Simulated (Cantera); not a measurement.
A closed system holds: 1 mol B, 29 mol NH₃, 130 mol H₂, 0.36 mol O₂, at 14.0 mbar.

These are equilibrium values from Cantera (NASA tables, ideal gas, pure condensed phases), not measurements of a reactor. Candidate condensed phases: B, BN, B₂O₃, B₃O₃H₃, H₂O; 39 gas species. The tables' values for BH₂ are old estimates; treat these amounts as uncertain. Kinetics and transport are ignored. All values below are at 1900 °C.

Base state: H₂ 0.881, N₂ 0.0754, H 0.0383, HBO 0.00240, BO 0.00129, BH₂ 0.00103, B 0.000134, B₂O 2.84e-5 (mole fractions); condensed: B(s).

Task: What changes in the equilibrium state with this change: O₂ from 0.36 to 0.75 mol?

Result: 
```tsv
species	before	after
H₂	0.881	0.879
N₂	0.0754	0.0754
H	0.0383	0.0382
H₂O	3.49e-7	0.00191
BH₂	0.00103	2.25e-7
HBO	0.00240	0.00289
B₂O₃	3.72e-9	2.96e-5
HBO₂	9.82e-8	0.000648
OH	2.03e-9	1.11e-5
BH	1.90e-5	4.18e-9
B	0.000134	2.96e-8
B(s), mol	0.0462	0
```
